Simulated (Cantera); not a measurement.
An isothermal, constant-pressure homogeneous reactor starts with 47.6 % CH4, 52.4 % CO2, at 1325 K and 13300 Pa.

Computed with Cantera and GRI-Mech 3.0 (53 species, 325 reactions).

**Question.** Predict: x(CH4) at 40.0 s; x(CO2) at 40.0 s; x(CO) at 40.0 s; x(OH) at 40.0 s; x(H2) at 40.0 s; x(CH3) at 40.0 s.

**Answer.** 
```
Item                                                 Value
----------------  ----------------------------------------
x(CH4) at 40.0 s     0.357 (gas-phase equilibrium 2.86e-6)
x(CO2) at 40.0 s     0.440 (gas-phase equilibrium 0.00888)
x(CO) at 40.0 s       0.0428 (gas-phase equilibrium 0.503)
x(OH) at 40.0 s    3.69e-9 (gas-phase equilibrium 1.49e-9)
x(H2) at 40.0 s       0.0777 (gas-phase equilibrium 0.472)
x(CH3) at 40.0 s  3.18e-5 (gas-phase equilibrium 3.71e-10)
```
